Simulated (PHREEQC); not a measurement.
Solution (80 °C): 0.0079 mol/kgw HNO3, 6e-05 mol/kgw Al(NO3)3 and 0.0097 mol/kgw CuSO4. Closed to the air; pH follows from the charge balance.

Model: ion-association model, phreeqc.dat, run in PHREEQC.

This is a speciation only: nothing precipitates in the calculation.

What pH, specific conductance does the model give?

pH 2.42; specific conductance 7940 µS/cm.

In which forms is S present?

SO4-2 41 %, HSO4- 36 %, CuSO4 22 % of the S.

Complexes and solids missing from the database can't appear. Constants without temperature data keep their 25 °C values here.
